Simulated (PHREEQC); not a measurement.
A solution holds 0.13 mol/kgw NiCl2, at 39 °C. Closed to the air; pH follows from the charge balance.

Equilibrium calculation in PHREEQC: ion-association model, wateq4f.dat.

Each row changes one thing in this solution. No solid was allowed to form.

```tsv
case	pH	ionic strength (mol/kgw)	Cl- (mol/kgw)	Ni+2 (mol/kgw)	NiCl+ (mol/kgw)	NiCl2 (mol/kgw)
as made	5.47	0.340	0.232	0.108	0.0160	0.00601
temperature from 39 to 10 °C	5.91	0.337	0.230	0.107	0.0168	0.00648
temperature from 39 to 30 °C	5.60	0.339	0.231	0.108	0.0163	0.00617
NiCl2 from 0.13 to 0.117 mol/kgw	5.49	0.310	0.211	0.0988	0.0135	0.00472
0.22 mol/kgw K2CO3 added	9.96	0.530	0.260	7.34e-5	1.17e-5	4.53e-6
```

Species that the database lacks are ignored. In wateq4f.dat the enthalpy of Ni(OH)2 has the wrong sign, so its saturation index can't be trusted away from 25 °C. Away from 25 °C the constants follow the database's enthalpies or fits; those with neither stay at their 25 °C values. The database's nickel carbonate constants are estimates that later reviews lower a good deal.
